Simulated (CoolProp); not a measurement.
Vapour-liquid equilibrium of n-octane (1) + ethylbenzene (2) at 396.9 K; x and y are mole fractions of (1).

Computed with CoolProp (multi-fluid Helmholtz-energy mixture model, Beckmüller 2019 and Zhou 2012; pair parameters Bell 2016).

```tsv
x	bubble pressure (MPa)	y at the bubble point	dew pressure at overall composition x (MPa)	liquid density (mol/L)
0.05	0.07410	0.079	0.07322	7.151
0.15	0.07834	0.215	0.07631	6.913
0.25	0.08196	0.330	0.07945	6.689
0.35	0.08506	0.432	0.08257	6.477
0.45	0.08772	0.524	?	6.278
0.55	0.08999	0.612	?	6.090
0.65	0.09192	?	0.09091	5.913
0.75	0.09352	0.780	0.09299	5.746
0.85	0.09481	0.865	0.09461	?
0.95	0.09576	0.954	0.09573	5.438
```

Problem. Complete the blanks.

Solution. 
- 0.45, dew pressure at overall composition x (MPa): 0.08560
- 0.55, dew pressure at overall composition x (MPa): 0.08841
- 0.65, y at the bubble point: 0.696
- 0.85, liquid density (mol/L): 5.587

No azeotrope shows between x = 0.05 and 0.95.

Pair parameters are fitted to limited data, so mixtures are less certain than the pure fluids.
